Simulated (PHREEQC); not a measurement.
Solution (13 °C): 6.4 mmol/kgw HF, 0.36 mmol/kgw NH4F, 0.047 mmol/kgw (NH4)2SiF6 and 0.12 mmol/kgw HCl. Closed to the air; pH follows from the charge balance.

All values are PHREEQC results (ion-association model, wateq4f.dat), not measurements.

```yaml
pH: 2.74
ionic_strength: 0.00241 mol/kgw
total_alkalinity: -6.71 meq/kg
```

```csv
species,molality,activity,log γ
HF,0.00442,0.00443,0.000
F-,0.00212,0.00201,-0.023
H+,0.00191,0.00182,-0.021
NH4+,0.000454,0.000431,-0.023
Cl-,0.000120,0.000114,-0.023
H2F2,7.78e-5,7.78e-5,0.000
SiF6-2,4.70e-5,3.81e-5,-0.091
HF2-,3.22e-5,3.05e-5,-0.023
H4SiO4,1.12e-8,1.12e-8,0.000
```

No solid was allowed to form. Away from 25 °C the constants follow the database's enthalpies or fits; those with neither stay at their 25 °C values. SiF6-2 is the database's only silicon fluoride.
